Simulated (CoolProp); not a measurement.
Saturated liquid density (kg/m³) of R236FA: the reference equation beside estimates from Tc = 124.9 °C, pc = 31.91 bar, ω = 0.377.

Values from CoolProp's reference Helmholtz-energy equation of state, Pan 2012.

```
T (°C)  reference  Redlich-Kwong  Soave-Redlich-Kwong  Peng-Robinson
------  ---------  -------------  -------------------  -------------
-17.35       1494           1283                 1352           1527
-15.15       1488           1277                 1346           1521
-12.85       1481           1270                 1340           1514
-10.65       1474           1263                 1334           1508
-8.45        1468           1257                 1328           1501
-6.25        1461           1250                 1322           1494
-3.95        1454           1243                 1315           1487
-1.75        1447           1236                 1309           1480
0.45         1440           1229                 1303           1473
2.65         1433           1222                 1296           1466
4.95         1426           1215                 1289           1459
7.15         1419           1208                 1283           1451
9.35         1412           1200                 1276           1444
```

Absolute difference from the reference over all 13 rows, mean and median: Redlich-Kwong 14.5 and 14.5 %, Soave-Redlich-Kwong 9.5 and 9.5 %, Peng-Robinson 2.3 and 2.3 %.
